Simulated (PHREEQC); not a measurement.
Make-up at 20 °C: 0.001 mol/kgw ZnCl2, 0.0071 mol/kgw H3BO3 and 0.00074 mol/kgw FeSO4. It is in equilibrium with CO2 at log p = -2 (atm). Otherwise closed; pH follows from the charge balance.

Computed with PHREEQC (ion-association model, wateq4f.dat).

```
quantity                    before     after
------------------------  --------  --------
pH                            4.87      4.89
ionic strength (mol/kgw)   0.00552   0.00377
SO4-2 (mol/kgw)           0.000629  0.000687
HSO4- (mol/kgw)            5.90e-7   6.41e-7
H2BO3- (mol/kgw)           2.99e-7   3.07e-7
```

**Question.** Name the change that produced these shifts.
A. ZnCl2 left out
B. diluted 10-fold with water
C. ZnCl2 replaced by NH4Cl at the same molality
D. FeSO4 replaced by Na2SO4 at the same molality

**Answer.** C, ZnCl2 replaced by NH4Cl at the same molality

No solid was allowed to form.
